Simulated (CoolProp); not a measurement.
CF4 (R14) along the isobar 5540 kPa: fugacity coefficient from the reference equation and from simpler models built on Tc = 227.4 K, pc = 3762 kPa, ω = 0.178; each cubic takes its own stable root.

Model: reference Helmholtz-energy equation of state, Platzer 1990, in CoolProp. This equation is an older, rougher fit; its heat capacities, sound speeds and derivatives of the liquid may be far off and weren't checked against measurements.

| T (K) | phase | reference | van der Waals | Peng-Robinson |
|---|---|---|---|---|
| 197.3 | liquid | ___ | ___ | 0.2379 |
| 221.8 | liquid | 0.4429 | 0.5006 | ___ |
| 246.3 | supercritical | 0.6369 | 0.6346 | ___ |
| 270.7 | supercritical | 0.7415 | 0.7246 | 0.7189 |
| 295.2 | supercritical | 0.8098 | ___ | 0.7900 |
| 319.7 | supercritical | 0.8592 | 0.8261 | 0.8420 |
| 344.2 | supercritical | 0.8965 | 0.8589 | 0.8811 |
| 368.7 | supercritical | 0.9253 | 0.8846 | 0.9111 |
| 393.2 | supercritical | 0.9480 | 0.9052 | 0.9343 |
| 417.7 | supercritical | ___ | 0.9218 | 0.9525 |
| 442.2 | supercritical | 0.9806 | 0.9354 | 0.9669 |
| 466.7 | supercritical | 0.9924 | 0.9467 | 0.9784 |
| 491.2 | supercritical | 1.002 | 0.9561 | 0.9875 |

Problem. Fill in the missing entries.

Solution. 
- 197.3, reference: 0.2429
- 197.3, van der Waals: 0.3561
- 221.8, Peng-Robinson: 0.4321
- 246.3, Peng-Robinson: 0.6141
- 295.2, van der Waals: 0.7832
- 417.7, reference: 0.9661
